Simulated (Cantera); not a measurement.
A closed system holds: 1 mol H2O, 0.025 mol O2, 0.096 mol H2, equilibrated at 101000 Pa.

These are equilibrium values from Cantera (NASA tables, ideal gas, pure condensed phases), not measurements of a reactor. Candidate condensed phases: H2O; 9 gas species. Equilibrium is a limit: real reactors are often held back by kinetics, nucleation or transport. All values below are at 2352 °C.

Base state: H2O 0.862, H2 0.0791, OH 0.0307, O2 0.0131, H 0.0119, O 0.00297 (mole fractions); condensed: gas only.

### Question
What changes in the equilibrium state with this change: H2 from 0.096 to 0.36 mol?

### Answer
```
species   before     after
-------  -------  --------
H2O        0.862     0.738
H2        0.0791     0.225
H         0.0119    0.0200
OH        0.0307    0.0156
O2        0.0131   0.00120
O        0.00297  0.000895
```
